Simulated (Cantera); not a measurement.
Feed: 1 mol SiH₄, 0.017 mol C₂H₄, 39 mol H₂, equilibrated at 1.13 Torr.

Cantera equilibrium calculation (NASA polynomials, part measured and part estimated; ideal gas, pure solids and liquids). Candidate condensed phases: C, C₆H₆, C₇H₈, C₈H₁₈, Si, SiC; 87 gas species. Mutual solubility and eutectic melting of coexisting phases are not modelled. Gases not in the tables: Si₂H₆ and higher silanes. Rates play no part.

x: gas mole fraction; n: condensed amount in mol.

| T (K) | x H₂ | x H | x Si | x Si₂C | n Si(s) | n SiC(s) | n Si(l) |
|---|---|---|---|---|---|---|---|
| 1323 | 1.000 | 4.09e-5 | 5.91e-8 | ___ | 0.966 | 0.0340 | 0 |
| 1423 | 1.000 | 0.000171 | 1.02e-6 | ___ | 0.966 | 0.0340 | 0 |
| 1523 | 0.999 | 0.000597 | 1.20e-5 | ___ | 0.965 | 0.0340 | 0 |
| 1623 | 0.998 | 0.00178 | 0.000104 | ___ | 0.961 | 0.0340 | 0 |
| 1723 | 0.995 | 0.00470 | 0.000656 | ___ | 0 | 0.0338 | 0.936 |
| 1823 | 0.986 | 0.0111 | 0.00295 | ___ | 0 | 0.0325 | 0.834 |
| 1923 | 0.964 | 0.0239 | 0.0113 | ___ | 0 | 0.0246 | 0.453 |
| 2023 | 0.930 | 0.0473 | 0.0210 | ___ | 0 | 0.00496 | 0 |
| 2123 | 0.890 | 0.0874 | 0.0212 | ___ | 0 | 0 | 0 |
| 2223 | 0.828 | 0.150 | 0.0211 | ___ | 0 | 0 | 0 |
| 2323 | 0.738 | 0.241 | 0.0204 | ___ | 0 | 0 | 0 |
| 2423 | 0.620 | 0.360 | 0.0191 | ___ | 0 | 0 | 0 |
| 2523 | 0.483 | 0.499 | 0.0176 | ___ | 0 | 0 | 0 |

Problem. Fill in the missing entries.

Solution. 
- 1323, x Si₂C: 1.83e-11
- 1423, x Si₂C: 8.17e-10
- 1523, x Si₂C: 2.19e-8
- 1623, x Si₂C: 3.87e-7
- 1723, x Si₂C: 4.53e-6
- 1823, x Si₂C: 3.53e-5
- 1923, x Si₂C: 0.000221
- 2023, x Si₂C: 0.000634
- 2123, x Si₂C: 0.000472
- 2223, x Si₂C: 0.000195
- 2323, x Si₂C: 6.81e-5
- 2423, x Si₂C: 2.31e-5
- 2523, x Si₂C: 7.90e-6
